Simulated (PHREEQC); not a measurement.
# Alkaline etch or developer: an equilibrium model

Solution (20 °C): 0.0215 mol LiOH, 8.5e-07 mol H4SiO4 and 0.041 mol Na2CO3 per kg of water. Closed to the air; pH follows from the charge balance.

Computed with PHREEQC (ion-association model, wateq4f.dat).

```json
{
  "pH": "12.38",
  "ionic_strength": "0.122 mol/kgw",
  "total_alkalinity": "104 meq/kg"
}
```

```json
[
 {"species": "Na+", "molality": "0.0709", "activity": "0.0548", "log γ": "-0.112"},
 {"species": "CO3-2", "molality": "0.0298", "activity": "0.0109", "log γ": "-0.437"},
 {"species": "OH-", "molality": "0.0216", "activity": "0.0162", "log γ": "-0.126"},
 {"species": "Li+", "molality": "0.0215", "activity": "0.0169", "log γ": "-0.105"},
 {"species": "NaCO3-", "molality": "0.0111", "activity": "0.00860", "log γ": "-0.109"},
 {"species": "HCO3-", "molality": "0.000139", "activity": "0.000108", "log γ": "-0.109"}
]
```

This is a speciation only: nothing precipitates in the calculation. Species that the database lacks are ignored.
